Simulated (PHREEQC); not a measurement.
Solution (77 °C): 0.0099 mol HF, 0.0065 mol (CH3)4NF and 0.058 mol H2SO4 per kg of water. Closed to the air; pH follows from the charge balance.

All values are PHREEQC results (ion-association model, phreeqc.dat), not measurements.

This is a speciation only: nothing precipitates in the calculation.

Task: Estimate the pH.

Result: pH 1.32.

Task: In which forms is S present?

Result: HSO4- 89 %, SO4-2 11 % of the S.

Complexes and solids missing from the database can't appear. (CH3)4N+ isn't in the database: it is added as a free cation with an ion size of 4 Å. Away from 25 °C the constants follow the database's enthalpies or fits; those with neither stay at their 25 °C values.
